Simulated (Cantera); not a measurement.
Input: 1 mol CH₃SiH₃, 0.029 mol CH₄, 850 mol H₂, held at 2252 °C and 1.33 mbar.

These are equilibrium values from Cantera (NASA tables, ideal gas, pure condensed phases), not measurements of a reactor. Candidate condensed phases: C, C₆H₆, C₇H₈, C₈H₁₈, Si, SiC; 87 gas species. The feed counts by its element totals alone. Kinetics and transport are ignored.

Base state: H 0.527, H₂ 0.471, Si 0.000842, C₂H₂ (acetylene) 0.000358, C 4.41e-5, C₂H 3.03e-5, SiC₂ 1.48e-5 (mole fractions); condensed: gas only.

What changes in the equilibrium state with this change: CH₃SiH₃ replaced by SiF₄?


| species | before | after |
|---|---|---|
| H | 0.527 | 0.526 |
| H₂ | 0.471 | 0.470 |
| HF | 0 | 0.00344 |
| Si | 0.000842 | 0.000854 |
| C₂H₂ (acetylene) | 0.000358 | 7.94e-6 |
| C₂H | 3.03e-5 | 6.73e-7 |

What changes in the equilibrium state with this change: temperature from 2252 °C to 1802 °C?


```
species    before    after
-------  --------  -------
H₂          0.471    0.928
H           0.527   0.0703
Si       0.000842  0.00107
C         4.41e-5  7.47e-8
C₂H       3.03e-5  9.92e-7
SiH       5.37e-6  2.15e-5
SiC₂      1.48e-5  2.94e-5
```

What changes in the equilibrium state with this change: pressure from 1.33 mbar to 10.0 mbar?


```csv
species,before,after
H₂,0.471,0.755
H,0.527,0.244
Si,0.000842,0.000989
C,4.41e-5,5.47e-6
SiH,5.37e-6,2.19e-5
C₂H,3.03e-5,1.21e-5
C₂H₂ (acetylene),0.000358,0.000495
SiC₂,1.48e-5,1.51e-5
```
